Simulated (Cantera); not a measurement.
A closed system holds: 1 mol Si, a varied amount of Br₂, 0.15 mol N₂, 20 mol HBr, equilibrated at 1450 K and 1330 Pa.

Equilibrium computed with Cantera from the NASA thermochemical tables; the gas is ideal and each condensed phase is pure. Candidate condensed phases: Br₂, Si, Si₃N₄; 28 gas species. The tables' values for SiBr₃ are old estimates; treat these amounts as uncertain. Kinetics and transport are ignored.

x: gas mole fraction; nothing condenses.

```json
[
 {"n(Br₂) (mol)": "0.82", "x HBr": "0.851", "x Br": "0.0354", "x H₂": "0.0579", "x SiBr₄": "0.0290", "x Br₂": "0.000324", "x SiBr₂": "0.0149"},
 {"n(Br₂) (mol)": "1.8", "x HBr": "0.867", "x Br": "0.0530", "x H₂": "0.0267", "x SiBr₄": "0.0346", "x Br₂": "0.000727", "x SiBr₂": "0.00790"},
 {"n(Br₂) (mol)": "2.8", "x HBr": "0.849", "x Br": "0.0908", "x H₂": "0.00876", "x SiBr₄": "0.0381", "x Br₂": "0.00213", "x SiBr₂": "0.00297"},
 {"n(Br₂) (mol)": "3.8", "x HBr": "0.801", "x Br": "(withheld)", "x H₂": "(withheld)", "x SiBr₄": "0.0378", "x Br₂": "(withheld)", "x SiBr₂": "(withheld)"},
 {"n(Br₂) (mol)": "4.7", "x HBr": "0.754", "x Br": "(withheld)", "x H₂": "(withheld)", "x SiBr₄": "0.0362", "x Br₂": "(withheld)", "x SiBr₂": "(withheld)"},
 {"n(Br₂) (mol)": "5.7", "x HBr": "0.707", "x Br": "0.237", "x H₂": "0.000894", "x SiBr₄": "0.0343", "x Br₂": "0.0145", "x SiBr₂": "0.000394"},
 {"n(Br₂) (mol)": "6.7", "x HBr": "0.665", "x Br": "0.276", "x H₂": "0.000582", "x SiBr₄": "0.0324", "x Br₂": "0.0197", "x SiBr₂": "0.000274"}
]
```

Question: Complete the blanks.

Answer: 
- 4.7, x Br: 0.191
- 4.7, x H₂: 0.00156
- 4.7, x Br₂: 0.00943
- 4.7, x SiBr₂: 0.000638
- 3.8, x Br: 0.144
- 3.8, x H₂: 0.00308
- 3.8, x Br₂: 0.00539
- 3.8, x SiBr₂: 0.00117
